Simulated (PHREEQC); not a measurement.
A solution holds 0.0021 mol FeSO4, 0.014 mol CaCl2 and 0.018 mol Na2SO4 per kg of water, at 40 °C. It is in equilibrium with CO2 at log p = -3.4 (atm). Otherwise closed; pH follows from the charge balance.

Model: ion-association model, phreeqc.dat, run in PHREEQC.

No solid was allowed to form.

Task: Order these S species by the share of S that they hold, largest first: NaSO4-, FeSO4, CaSO4, SO4-2.

Result: SO4-2 (70 %), CaSO4 (21 %), NaSO4- (5.2 %), FeSO4 (3.5 %)

The pH is 5.74 and the ionic strength 0.0826 mol/kgw. Complexes and solids missing from the database can't appear. Constants without temperature data keep their 25 °C values here.
